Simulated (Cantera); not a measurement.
An isothermal, constant-pressure homogeneous reactor starts with NH₃ : N₂ = 1 : 0.54 (molar parts), at 1700 K and 75.0 Torr. Integrator tolerance rtol = 1e-08.

Model: the gas-phase N/H chemistry of the illustrative SiF4/NH3 mechanism in the Surface Chemkin manual (1991), integrated in Cantera. Walls and surfaces, which speed up NH3 decomposition in real reactors, are not modelled.

What does this change do: pressure from 75.0 Torr to 14.3 Torr?


```tsv
quantity	before	after
x(NH₃) at 2.00 s	0.489 (gas-phase equilibrium 1.05e-6)	0.581 (gas-phase equilibrium 1.98e-7)
x(H₂) at 2.00 s	0.145 (gas-phase equilibrium 0.590)	0.0619 (gas-phase equilibrium 0.590)
x(N₂) at 2.00 s	0.365 (gas-phase equilibrium 0.409)	0.357 (gas-phase equilibrium 0.409)
x(H) at 2.00 s	2.14e-5 (gas-phase equilibrium 0.000360)	1.21e-5 (gas-phase equilibrium 0.000826)
x(NH₂) at 2.00 s	0.000182 (gas-phase equilibrium 1.62e-9)	0.000283 (gas-phase equilibrium 7.05e-10)
x(NH) at 2.00 s	1.37e-6 (gas-phase equilibrium 5.82e-11)	2.20e-6 (gas-phase equilibrium 5.82e-11)
```

What does this change do: pressure from 75.0 Torr to 1280 Torr?


| quantity | before | after |
|---|---|---|
| x(NH₃) at 2.00 s | 0.489 (gas-phase equilibrium 1.05e-6) | 0.157 (gas-phase equilibrium 1.78e-5) |
| x(H₂) at 2.00 s | 0.145 (gas-phase equilibrium 0.590) | 0.447 (gas-phase equilibrium 0.590) |
| x(N₂) at 2.00 s | 0.365 (gas-phase equilibrium 0.409) | 0.395 (gas-phase equilibrium 0.409) |
| x(H) at 2.00 s | 2.14e-5 (gas-phase equilibrium 0.000360) | 5.67e-5 (gas-phase equilibrium 8.74e-5) |
| x(NH₂) at 2.00 s | 0.000182 (gas-phase equilibrium 1.62e-9) | 5.06e-5 (gas-phase equilibrium 6.67e-9) |
| x(NH) at 2.00 s | 1.37e-6 (gas-phase equilibrium 5.82e-11) | 3.73e-7 (gas-phase equilibrium 5.82e-11) |
